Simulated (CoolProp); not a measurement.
Vapour-liquid equilibrium of n-butane (1) + acetone (2) at 0.904 MPa; x and y are mole fractions of (1).

The numbers come from the multi-fluid Helmholtz-energy mixture model, Bücker 2006 and Lemmon 2006; pair parameters Bell 2016 in CoolProp.

Question: Give the bubble temperature and the first vapour's composition at x = 0.05, 0.2, 0.575. Is there an azeotrope?

Answer: x = 0.05: 399.5 K, y = 0.228; x = 0.2: 374.5 K, y = 0.599; x = 0.575: 354.9 K, y = 0.812. No azeotrope shows between x = 0.05 and 0.95.

The pair parameters rest on a limited set of measurements; away from them the model extrapolates. With so large a gap from Raoult's law the liquid may split in two, which this calculation doesn't test in full.
